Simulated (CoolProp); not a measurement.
Properties of carbon monoxide along the isobar 5090 kPa (Tc = -140.3 °C, pc = 3498 kPa, ω = 0.050).

Model: reference Helmholtz-energy equation of state, Lemmon 2006, in CoolProp. It is a short technical equation, of lower accuracy than the large ones.

| T (°C) | phase | cp (kJ/(kg K)) | speed of sound (m/s) | isothermal compressibility (1/MPa) | expansivity (1/kK) | fugacity coefficient |
|---|---|---|---|---|---|---|
| -148.25 | liquid | 2.776 | (withheld) | 0.02209 | 13.60 | 0.3912 |
| -120.95 | supercritical | 2.943 | 224.6 | 0.3465 | 29.41 | 0.7001 |
| -93.65 | supercritical | 1.565 | 263.3 | 0.2388 | 10.93 | 0.8252 |
| -66.35 | supercritical | (withheld) | 292.0 | 0.2157 | 7.272 | 0.8942 |
| -39.05 | supercritical | 1.226 | (withheld) | (withheld) | 5.612 | 0.9362 |
| -11.75 | supercritical | 1.174 | 336.8 | 0.2008 | 4.638 | (withheld) |
| 15.55 | supercritical | (withheld) | 355.8 | 0.1977 | 3.986 | 0.9812 |
| 42.85 | supercritical | 1.121 | 373.3 | 0.1958 | 3.513 | 0.9936 |
| 70.15 | supercritical | 1.108 | 389.5 | 0.1945 | 3.151 | 1.002 |
| 97.45 | supercritical | 1.099 | 404.8 | 0.1937 | 2.864 | 1.008 |

**Question.** Some entries are withheld; supply them.

**Answer.** 
- -148.25, speed of sound (m/s): 474.2
- -66.35, cp (kJ/(kg K)): 1.325
- -39.05, speed of sound (m/s): 315.9
- -39.05, isothermal compressibility (1/MPa): 0.2059
- -11.75, fugacity coefficient: 0.9632
- 15.55, cp (kJ/(kg K)): 1.142
